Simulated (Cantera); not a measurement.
Charge: 1 mol CS2, 1.6 mol H2, 33 mol N2, at 100 Torr.

Method: chemical equilibrium by Gibbs-energy minimisation in Cantera with the NASA 1993 tables (ideal gas, pure condensed phases). Candidate condensed phases: C, C6H6, C7H8, C8H18, S; 100 gas species. The numbers say what is thermodynamically allowed, not how fast it happens. All values below are at 1973 K.

Base state: N2 0.921, H2 0.0422, CS2 0.0150, CS 0.0113, S2 0.00607, HCN 0.00152, SH 0.00108, H2S 0.000763 (mole fractions); condensed: gas only.

Q: What changes in the equilibrium state with this change: N2 from 33 to 8.3 mol?

A: 
```csv
species,before,after
N2,0.921,0.749
H2,0.0422,0.137
CS2,0.0150,0.0580
CS,0.0113,0.0282
S2,0.00607,0.0146
C2H2 (acetylene),9.14e-6,7.67e-5
H2S,0.000763,0.00383
```

Q: What changes in the equilibrium state with this change: CS2 replaced by H2O?

A: 
| species | before | after |
|---|---|---|
| N2 | 0.921 | 0.927 |
| H2 | 0.0422 | 0.0446 |
| H2O | 0 | 0.0280 |
| CS2 | 0.0150 | 0 |
| CS | 0.0113 | 0 |
| S2 | 0.00607 | 0 |
| HCN | 0.00152 | 0 |
| SH | 0.00108 | 0 |
Further candidate phases: H2O.
